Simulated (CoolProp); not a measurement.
Properties of R507A at several states.

Computed with CoolProp (reference Helmholtz-energy equation of state, Lemmon 2003). It is a pseudo-pure fit of the blend.

```tsv
T (K)	p (kPa)	phase	Z	speed of sound (m/s)	Joule-Thomson coefficient (K/MPa)	expansivity (1/kK)	conductivity (mW/(m K))	fugacity coefficient
362	874	gas	…	171.8	…	…	19.0	0.9298
236.7	19.3	gas	0.9926	149.1	41.07	4.352	…	0.9926
376.2	66.8	gas	0.9952	…	8.116	2.704	19.2	0.9952
```

Question: Complete the blanks.

Answer: 
- 362, Z: 0.9257
- 362, Joule-Thomson coefficient (K/MPa): 9.533
- 362, expansivity (1/kK): 3.601
- 236.7, conductivity (mW/(m K)): 8.85
- 376.2, speed of sound (m/s): 185.2

Thermal conductivity comes from a separate model (Geller 2001).
